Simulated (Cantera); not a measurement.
An isothermal, constant-pressure homogeneous reactor starts with N2O : N2 = 1 : 4.9 (molar parts), at 1250 K and 698 Torr.

Detailed kinetics in Cantera: GRI-Mech 3.0 (53 species, 325 reactions). GRI-Mech 3.0 was tuned for natural gas; its chemistry of N2O as a main component is partial and can be far from experiment. The mechanism lacks the step 2 NO + O2 → 2 NO2, which can matter for NO2 below about 1400 K. The temperature is held fixed by assumption; the heat of reaction is taken as removed at once.

x: mole fraction; the columns are a selection and need not sum to one.

| t (s) | x N2O | x N2 | x NO | x O2 | x O | x NO2 |
|---|---|---|---|---|---|---|
| 0.000100 | 0.169 | 0.831 | 2.00e-6 | 6.95e-6 | 3.50e-6 | 9.25e-11 |
| 0.000246 | 0.169 | 0.831 | 6.17e-6 | 2.14e-5 | 3.65e-6 | 8.73e-10 |
| 0.000605 | 0.169 | 0.831 | ? | ? | 3.66e-6 | ? |
| 0.00149 | 0.169 | 0.831 | ? | ? | 3.65e-6 | ? |
| 0.00366 | 0.169 | 0.831 | 0.000104 | 0.000362 | 3.65e-6 | 2.14e-7 |
| 0.00902 | 0.167 | 0.832 | 0.000256 | 0.000891 | 3.64e-6 | 1.05e-6 |
| 0.0222 | 0.164 | 0.833 | 0.000620 | 0.00217 | 3.61e-6 | 4.07e-6 |
| 0.0546 | 0.157 | 0.837 | 0.00147 | 0.00519 | 3.53e-6 | 1.21e-5 |
| 0.134 | 0.140 | 0.845 | 0.00333 | 0.0119 | 3.35e-6 | 2.98e-5 |
| 0.330 | 0.108 | 0.860 | 0.00675 | 0.0250 | 2.94e-6 | 6.25e-5 |
| 0.813 | 0.0608 | 0.883 | 0.0112 | 0.0444 | 2.13e-6 | 0.000105 |
| 2.00 | 0.0194 | 0.904 | 0.0140 | 0.0621 | 9.67e-7 | 0.000131 |

Question: Complete the blanks.

Answer: 
- 0.000605, x NO: 1.65e-5
- 0.000605, x O2: 5.73e-5
- 0.000605, x NO2: 6.15e-9
- 0.00149, x NO: 4.19e-5
- 0.00149, x O2: 0.000146
- 0.00149, x NO2: 3.81e-8
